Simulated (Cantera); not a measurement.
**Equilibrium for abatement and gas-phase synthesis: NH₃ + SO₂ + O₂**

Input: 1 mol NH₃, 0.14 mol SO₂, 0.99 mol O₂, held at 75.0 Torr.

Method: chemical equilibrium by Gibbs-energy minimisation in Cantera with the NASA 1993 tables (ideal gas, pure condensed phases). Candidate condensed phases: H₂O, H₂SO₄, S; 35 gas species. Equilibrium is a limit: real reactors are often held back by kinetics, nucleation or transport.

From 2850 K to 3450 K nothing is condensed.

| T (K) | log p H | log p H₂O | log p O | log p N₂ | log p OH | log p H₂ | log p O₂ | log p SO₂ | log p SO | log p NO | log p S |
|---|---|---|---|---|---|---|---|---|---|---|---|
| 2850 | -2.04 | -1.48 | -2.19 | -1.78 | -2.00 | -2.05 | -2.02 | -2.45 | -2.92 | -2.91 | -4.05 |
| 2950 | -1.87 | -1.59 | -2.04 | -1.81 | -1.96 | -1.99 | -2.04 | -2.55 | -2.83 | -2.88 | -3.77 |
| 3050 | -1.72 | -1.73 | -1.91 | -1.85 | -1.94 | -1.98 | -2.07 | -2.68 | -2.76 | -2.86 | -3.54 |
| 3150 | -1.61 | -1.91 | -1.79 | -1.89 | -1.96 | -1.99 | -2.12 | -2.84 | -2.74 | -2.86 | -3.33 |
| 3250 | -1.52 | -2.13 | -1.70 | -1.94 | -2.00 | -2.04 | -2.19 | -3.04 | -2.75 | -2.87 | -3.16 |
| 3350 | -1.45 | -2.38 | -1.62 | -1.97 | -2.07 | -2.13 | -2.28 | -3.28 | -2.79 | -2.89 | -3.03 |
| 3450 | -1.40 | -2.66 | -1.56 | -2.01 | -2.17 | -2.24 | -2.40 | -3.55 | -2.86 | -2.93 | -2.91 |
log p: log10 of the partial pressure in bar; nothing condenses.
